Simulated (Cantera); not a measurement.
A closed system holds: 1 mol Si2H6, 0.76 mol Cl2, 370 mol H2, at 0.00200 bar.

Equilibrium computed with Cantera from the NASA thermochemical tables; the gas is ideal and each condensed phase is pure. Candidate condensed phases: Si; 19 gas species. The feed counts by its element totals alone. The numbers say what is thermodynamically allowed, not how fast it happens. All values below are at 1448 K.

Base state: H2 0.996, HCl 0.00397, H 0.000206, SiCl2 4.87e-5 (mole fractions); condensed: Si(s).

### Question
What changes in the equilibrium state with this change: Cl2 from 0.76 to 0.012 mol?

### Answer
```json
[
 {"species": "H2", "before": "0.996", "after": "1.000"},
 {"species": "H", "before": "0.000206", "after": "0.000206"},
 {"species": "HCl", "before": "0.00397", "after": "6.43e-5"},
 {"species": "SiCl2", "before": "4.87e-5", "after": "1.27e-8"},
 {"species": "Si(s), mol", "before": "1.98", "after": "2.00"}
]
```
